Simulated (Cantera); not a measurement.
A Cantera script and its output.

```python
import numpy as np
import cantera as ct

gas = ct.Solution("gri30.yaml")
gas.TPX = 400, 100000, {'CH4': 1, 'C2H6': 0.4, 'C3H8': 0.051, 'O2': 6.65, 'N2': 25}
inlet = ct.Reservoir(gas, clone=True)
gas.equilibrate("HP")  # start burning
reactor = ct.IdealGasConstPressureReactor(gas, energy="on", clone=False)
exhaust = ct.Reservoir(gas, clone=True)
tau = [0.23, 0.094, 0.038, 0.016, 0.0063, 0.0026, 0.001, 0.00042, 0.00017, 6.9e-05, 2.8e-05][0]
for a, b in ((inlet, reactor), (reactor, exhaust)):
    ct.MassFlowController(a, b, mdot=lambda t: reactor.mass / tau)
net = ct.ReactorNet([reactor])
show = ['CH4', 'C2H6', 'C3H8', 'HCO', 'C2H']

rows = []
print(f"{'tau/s':>10s}{'T/K':>9s}" + "".join(f"{s:>11s}" for s in show))
for tau in [0.23, 0.094, 0.038, 0.016, 0.0063, 0.0026, 0.001, 0.00042, 0.00017, 6.9e-05, 2.8e-05]:
    net.initial_time = 0.0
    net.advance(30 * tau)
    before = gas.X
    net.advance(40 * tau)
    drift = np.max(np.abs(gas.X - before) / (gas.X + 1e-9))
    rows.append([gas.T, *gas[show].X, drift])
    print(f"{tau:10.3e}{gas.T:9.1f}" + "".join(f"{x:11.3e}" for x in gas[show].X))
```

Result:

```
     tau/s      T/K        CH4       C2H6       C3H8        HCO        C2H
 2.300e-01   1662.9  4.696e-06  4.662e-07  5.957e-08  5.793e-09  2.684e-10
 9.400e-02   1660.0  8.296e-06  8.489e-07  1.112e-07  1.467e-08  4.584e-10
 3.800e-02   1655.0  1.477e-05  1.536e-06  2.034e-07  3.793e-08  7.337e-10
 1.600e-02   1647.2  2.583e-05  2.695e-06  3.564e-07  9.432e-08  1.061e-09
 6.300e-03   1633.1  4.817e-05  4.987e-06  6.504e-07  2.511e-07  1.420e-09
 2.600e-03   1610.5  9.082e-05  9.250e-06  1.180e-06  6.312e-07  1.674e-09
 1.000e-03   1568.0  2.008e-04  1.992e-05  2.467e-06  1.688e-06  1.781e-09
 4.200e-04   1489.5  5.793e-04  5.570e-05  6.727e-06  4.104e-06  1.758e-09
 1.700e-04    400.0  3.021e-02  1.208e-02  1.541e-03  1.372e-36  1.623e-50
 6.900e-05    400.0  3.021e-02  1.208e-02  1.541e-03 -4.174e-42 -3.288e-57
 2.800e-05    400.0  3.021e-02  1.208e-02  1.541e-03  1.709e-44 -6.855e-63
```

Cantera simulation using GRI-Mech 3.0 (53 species, 325 reactions); the numbers are that mechanism's predictions, not measurements.
